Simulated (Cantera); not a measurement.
What does this Cantera script print?

```python
import numpy as np
import cantera as ct

gas = ct.Solution("gri30.yaml")
gas.TPX = 1325, 590000, {'CO': 0.0014, 'O2': 0.0032, 'H2O': 0.0059, 'N2': 1}
reactor = ct.IdealGasConstPressureReactor(gas, energy="off", clone=False)
net = ct.ReactorNet([reactor])
net.rtol, net.atol = 1e-08, 1e-18
show = ['CO', 'O2', 'H2O', 'NO', 'OH', 'CO2']
times = np.geomspace(2e-05, 10, 10)

steps = ct.SolutionArray(gas, extra=["t"])
rows = []
print(f"{'t/s':>10s}{'T/K':>9s}{'P/Pa':>11s}" + "".join(f"{s:>11s}" for s in show))
for t in times:
    while net.time < t:
        t_next = net.step()
        steps.append(gas.state, t=t_next)
    rows.append([np.interp(t, steps.t, y) for y in (steps.T, steps.P, *steps(*show).X.T)])
    print(f"{t:10.3e}{rows[-1][0]:9.1f}{rows[-1][1]:11.4g}" + "".join(f"{x:11.3e}" for x in rows[-1][2:]))
rate = np.gradient(steps.T, steps.t)
print("integrator steps:", len(steps.t))
if steps.T.max() > steps.T[0] + 200:
    print(f"time of steepest temperature rise: {steps.t[rate.argmax()]:.4e} s")
gas.TPX = 1325, 590000, {'CO': 0.0014, 'O2': 0.0032, 'H2O': 0.0059, 'N2': 1}
gas.equilibrate("TP")
print(f"equilibrium (TP): T = {gas.T:.1f} K  " + "  ".join(f"{s} {gas[s].X[0]:.3e}" for s in show))
```

Output:

```
       t/s      T/K       P/Pa         CO         O2        H2O         NO         OH        CO2
 2.000e-05   1325.0    5.9e+05  1.385e-03  3.167e-03  5.839e-03  4.553e-18  4.368e-11  1.623e-10
 8.595e-05   1325.0    5.9e+05  1.385e-03  3.167e-03  5.839e-03  8.753e-17  4.580e-10  1.024e-09
 3.694e-04   1325.0    5.9e+05  1.385e-03  3.167e-03  5.839e-03  2.858e-15  9.843e-09  2.774e-08
 1.587e-03   1325.0    5.9e+05  1.275e-03  3.108e-03  5.814e-03  4.499e-10  1.634e-05  1.108e-04
 6.822e-03   1325.0    5.9e+05  2.585e-04  2.603e-03  5.825e-03  2.587e-08  1.338e-05  1.128e-03
 2.932e-02   1325.0    5.9e+05  1.488e-05  2.482e-03  5.840e-03  4.129e-08  4.814e-06  1.372e-03
 1.260e-01   1325.0    5.9e+05  2.711e-07  2.475e-03  5.842e-03  4.552e-08  1.601e-06  1.386e-03
 5.415e-01   1325.0    5.9e+05  3.788e-09  2.476e-03  5.842e-03  4.612e-08  7.691e-07  1.386e-03
 2.327e+00   1325.0    5.9e+05  2.886e-09  2.476e-03  5.842e-03  4.622e-08  7.150e-07  1.386e-03
 1.000e+01   1325.0    5.9e+05  2.886e-09  2.476e-03  5.842e-03  4.661e-08  7.150e-07  1.386e-03
integrator steps: 1155
equilibrium (TP): T = 1325.0 K  CO 2.903e-09  O2 2.447e-03  H2O 5.842e-03  NO 5.649e-05  OH 7.129e-07  CO2 1.386e-03
```

Model: GRI-Mech 3.0 (53 species, 325 reactions), integrated in Cantera.
